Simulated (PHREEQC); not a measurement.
Solution (25 °C): 0.0069 mol CaCl2 and 0.0027 mol Na2SO4 per kg of water. Closed to the air; pH follows from the charge balance.

The numbers come from PHREEQC with the ion-association model, wateq4f.dat.

This is a speciation only: nothing precipitates in the calculation.

Predict the ionic strength.

ionic strength 0.0258 mol/kgw.

In which forms is Ca present?

Ca+2 89 %, CaSO4 11 % of the Ca.
